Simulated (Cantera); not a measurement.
Thermodynamics of iron carbonyl, mercury and lead vapours, feed HgO + N2

Charge: 1 mol HgO, a varied amount of N2, at 1252 °C and 8.20 bar.

Method: chemical equilibrium by Gibbs-energy minimisation in Cantera with the NASA 1993 tables (ideal gas, pure condensed phases). Candidate condensed phases: Hg, HgO; 10 gas species. Equilibrium is a limit: real reactors are often held back by kinetics, nucleation or transport.

| n(N2) (mol) | x N2 | x Hg | x O2 | x NO | x NO2 | x O | x N2O | x O3 |
|---|---|---|---|---|---|---|---|---|
| 0.25 | 0.143 | 0.571 | 0.285 | 0.000684 | 1.14e-5 | 1.06e-6 | 5.08e-8 | 1.65e-9 |
| 0.67 | 0.308 | 0.461 | 0.230 | 0.000903 | 1.35e-5 | 9.48e-7 | 9.86e-8 | 1.19e-9 |
| 1.8 | 0.545 | 0.303 | 0.151 | 0.000973 | 1.18e-5 | 7.69e-7 | 1.41e-7 | 6.35e-10 |
| 4.9 | 0.765 | 0.156 | 0.0777 | 0.000827 | 7.19e-6 | 5.51e-7 | 1.42e-7 | 2.34e-10 |
| 13 | 0.896 | 0.0690 | 0.0342 | 0.000594 | 3.42e-6 | 3.66e-7 | 1.11e-7 | 6.83e-11 |
| 35 | 0.959 | 0.0274 | 0.0135 | 0.000386 | 1.40e-6 | 2.30e-7 | 7.43e-8 | 1.70e-11 |
| 95 | 0.984 | 0.0104 | 0.00506 | 0.000239 | 5.31e-7 | 1.41e-7 | 4.67e-8 | 3.89e-12 |
x: gas mole fraction; nothing condenses.

From 0.25 mol N2 to 95 mol N2 nothing is condensed. The main Hg-bearing gas is Hg throughout.
